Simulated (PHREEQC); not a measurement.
A solution holds 1 mol/kgw K2CO3 and 0.94 mol/kgw KCl, at 25 °C. Closed to the air; pH follows from the charge balance.

The numbers come from PHREEQC with the Pitzer model, pitzer.dat.

**Question.** The ionic strength comes out as 3.93 mol/kgw. What activity coefficients do CO3-2, OH-, K+, Cl-, HCO3- get?

**Answer.** CO3-2 0.11, OH- 1.1, K+ 0.49, Cl- 0.58, HCO3- 0.52. Single-ion values are on the MacInnes scale.

No solid was allowed to form. Species that the database lacks are ignored. In brines, pH and single-ion activities rest on the MacInnes convention.
